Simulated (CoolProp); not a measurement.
Saturation properties of ethylene.

Computed with CoolProp (reference Helmholtz-energy equation of state, Smukala 2000).

```csv
T (°C),p (kPa),liquid cp (kJ/(kg K)),vapour Z
-66.75,587.0,2.572,0.8864
-60.25,747.3,2.626,0.8657
-53.85,934.3,2.692,…
-47.35,1157,2.775,0.8181
-40.95,1411,…,0.7908
-34.55,1704,3.009,0.7608
-28.05,…,3.186,…
-21.65,…,3.428,…
-15.25,2851,3.786,…
```

Q: Some entries are withheld; supply them.

A: 
- -53.85, vapour Z: 0.8432
- -40.95, liquid cp (kJ/(kg K)): 2.878
- -28.05, p (kPa): 2043
- -28.05, vapour Z: 0.7271
- -21.65, p (kPa): 2423
- -21.65, vapour Z: 0.6901
- -15.25, vapour Z: 0.6483

It boils at -103.8 °C under 1 atm.
